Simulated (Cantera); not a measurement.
Input (Python, Cantera) and output of one run.

```python
import numpy as np
import cantera as ct

gas_names = """
    H HCL Cs H2
""".split()
cond_names = """
    CsCL(a) CsCL(b) CsCL(L) Cs(cr) Cs(L)
""".split()


# ... load() reads the species with a 1 bar reference pressure and builds the phases ...
species = {s.name: s for s in load("nasa_gas.yaml", gas_names) + load("nasa_condensed.yaml", cond_names)}
# Each term lists the table entries of one substance; the one whose range holds T is used.
reactions = {
    'H(g) + CsCl = HCl(g) + Cs(g)':
        [(-1, ['H']), (-1, ['CsCL(a)', 'CsCL(b)', 'CsCL(L)']), (1, ['HCL']), (1, ['Cs'])],
    '2 Cs + 2 HCl(g) = 2 CsCl + H2(g)':
        [(-2, ['Cs(cr)', 'Cs(L)']), (-2, ['HCL']), (2, ['CsCL(a)', 'CsCL(b)', 'CsCL(L)']), (1, ['H2'])],
}


def pick(names, T):
    return next(species[n] for n in names if species[n].thermo.min_temp <= T <= species[n].thermo.max_temp)


results = []
for label, terms in reactions.items():
    print(label)
    print("     T/K   dH/kJ  dS/(J/K)   dG/kJ   log10 K")
    for T in [923, 973, 1023, 1073, 1123, 1173, 1223, 1273, 1323]:
        used = [(nu, pick(names, T)) for nu, names in terms]
        dH = sum(nu * s.thermo.h(T) for nu, s in used) / 1e6
        dS = sum(nu * s.thermo.s(T) for nu, s in used) / 1e3
        dG = dH - T * dS / 1e3
        logK = -dG * 1e6 / (ct.gas_constant * T * np.log(10))
        results.append((label, T, dH, dS, dG, logK, [s.name for _, s in used]))
        print(f"{T:8g} {dH:8.1f} {dS:8.1f} {dG:8.1f} {logK:8.2f}")
```

Result:

```
H(g) + CsCl = HCl(g) + Cs(g)
     T/K   dH/kJ  dS/(J/K)   dG/kJ   log10 K
     923    170.9     92.1     85.9    -4.86
     973    168.6     89.7     81.4    -4.37
    1023    166.3     87.4     77.0    -3.93
    1073    164.1     85.2     72.7    -3.54
    1123    161.8     83.1     68.4    -3.18
    1173    159.5     81.2     64.3    -2.86
    1223    157.3     79.3     60.3    -2.58
    1273    155.0     77.5     56.4    -2.31
    1323    152.8     75.8     52.6    -2.08
2 Cs + 2 HCl(g) = 2 CsCl + H2(g)
     T/K   dH/kJ  dS/(J/K)   dG/kJ   log10 K
     923   -648.6   -152.5   -507.9    28.74
     973   -645.5   -149.1   -500.4    26.86
    1023   -642.4   -146.0   -493.0    25.17
    1073   -639.4   -143.1   -485.8    23.65
    1123   -636.4   -140.5   -478.7    22.26
    1173   -633.5   -138.0   -471.7    21.01
    1223   -630.8   -135.7   -464.9    19.85
    1273   -628.1   -133.5   -458.1    18.80
    1323   -625.6   -131.6   -451.5    17.83
```

Cantera with NASA thermochemical tables; ideal gases at 1 bar, condensed phases pure. Condensed species are held in their standard states even where they would react or evaporate.
